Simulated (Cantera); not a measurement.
A closed system holds: 1 mol TEOS, 2.5 mol O3, equilibrated at 0.190 bar.

Cantera equilibrium calculation (NASA polynomials, part measured and part estimated; ideal gas, pure solids and liquids). Candidate condensed phases: C, C6H6, C7H8, C8H18, H2O, Si, SiC, SiO2; 123 gas species. The feed counts by its element totals alone. The tables hold silica as quartz up to 1696 K and as liquid above; real silica turns to tridymite and cristobalite and melts near 1996 K. Gases not in the tables: Si(OH)4. Equilibrium is a limit: real reactors are often held back by kinetics, nucleation or transport. All values below are at 1152 °C.

Base state: H2 0.495, CO 0.422, H2O 0.0606, CO2 0.0227, H 1.10e-5 (mole fractions); condensed: SiO2(β-quartz).

Question: What changes in the equilibrium state with this change: O3 from 2.5 to 0.12 mol?

Answer: 
```
species               before     after
-------------------  -------  --------
H2                     0.495     0.808
CO                     0.422     0.191
CH4                  3.48e-7  0.000468
H2O                   0.0606   8.91e-5
CO2                   0.0227   9.25e-6
H                    1.10e-5   1.41e-5
SiO2(β-quartz), mol     1.00     1.000
C(graphite), mol           0      5.64
```
